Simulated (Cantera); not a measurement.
What does this Cantera script print?

```python
import numpy as np
import cantera as ct

gas_names = [...]  # 130 gases of nasa_gas.yaml made of C, H, Mg, O, S
cond_names = """
    C(gr) C6H6(L) C7H8(L) C8H18(L),n-octa H2O(s) H2O(L) H2SO4(L) Mg(cr) Mg(L) MgCO3(s) MgO(s) MgO(L)
    MgO2H2(s) MgS(s) MgSO4(s) MgSO4(L) S(cr1) S(cr2) S(L)
""".split()


# ... load() reads the species with a 1 bar reference pressure and builds the phases ...
atoms = {
    'MgCO3': {'Mg': 1, 'C': 1, 'O': 3},
    'SO3': {'S': 1, 'O': 3},
    'H2O': {'H': 2, 'O': 1},
}
top_T = {'C(gr)': 4500, 'MgS(s)': 2250}  # K; cautious upper limits of use, not melting points


# ... equilibrate(T, P, feed) seeds the gas with the atoms and calls Mixture.equilibrate('TP', solver="vcs", rtol=1e-11, max_steps=5000) ...
results = []
feed = {'MgCO3': 1, 'SO3': 0.059, 'H2O': 0.27}  # mol
P = 1800000  # Pa
for T in [900, 1000, 1100, 1200, 1300, 1400, 1500, 1600, 1700, 1800, 1900]:
    mix = equilibrate(T, P, feed)
    results.append((T, P, feed, dict(zip(mix.species_names, mix.species_moles))))

top = {s: max(r[3][s] / sum(r[3][g] for g in gas_names) for r in results) for s in gas_names}
cols = sorted((s for s in top if top[s] > 0.0001), key=lambda s: -top[s])[:8]
seen = [c for c in cond_names if any(r[3].get(c, 0) > 1e-12 for r in results)]
print("log10 of partial pressures in bar; condensed amounts in mol")
print(f"{'T/K':>10s}" + "".join(f"{s[:9]:>10s}" for s in cols + seen))
for T, P, feed, n in results:
    ng = sum(n[g] for g in gas_names)
    print(f"{T:10.4g}" + "".join(f"{np.log10(max(n[s] / ng * P / 1e5, 1e-99)):10.3f}" for s in cols)
          + "".join(f"{n.get(c, 0):10.4g}" for c in seen))
```

Result:

```
log10 of partial pressures in bar; condensed amounts in mol
       T/K       CO2       H2O       SO2        O2       SO3        CO        OH    MgO(s)  MgSO4(s)
       900     1.151     0.583    -5.057    -5.357    -6.910    -8.027    -8.261     0.941     0.059
      1000     1.151     0.583    -3.599    -3.900    -5.293    -7.114    -6.954     0.941   0.05898
      1100     1.151     0.583    -2.416    -2.717    -3.981    -6.364    -5.886    0.9413   0.05872
      1200     1.150     0.581    -1.439    -1.740    -2.898    -5.738    -4.999    0.9437   0.05633
      1300     1.142     0.574    -0.620    -0.921    -1.993    -5.213    -4.253     0.959   0.04097
      1400     1.123     0.554    -0.123    -0.425    -1.525    -4.674    -3.671         1         0
      1500     1.122     0.554    -0.117    -0.418    -1.753    -3.979    -3.265         1         0
      1600     1.122     0.554    -0.113    -0.414    -1.955    -3.371    -2.909         1         0
      1700     1.122     0.553    -0.111    -0.412    -2.134    -2.835    -2.596         1         0
      1800     1.122     0.553    -0.110    -0.410    -2.293    -2.360    -2.318         1         0
      1900     1.122     0.553    -0.109    -0.406    -2.434    -1.936    -2.068         1         0
```

These are equilibrium values from Cantera (NASA tables, ideal gas, pure condensed phases), not measurements of a reactor. Mutual solubility and eutectic melting of coexisting phases are not modelled.
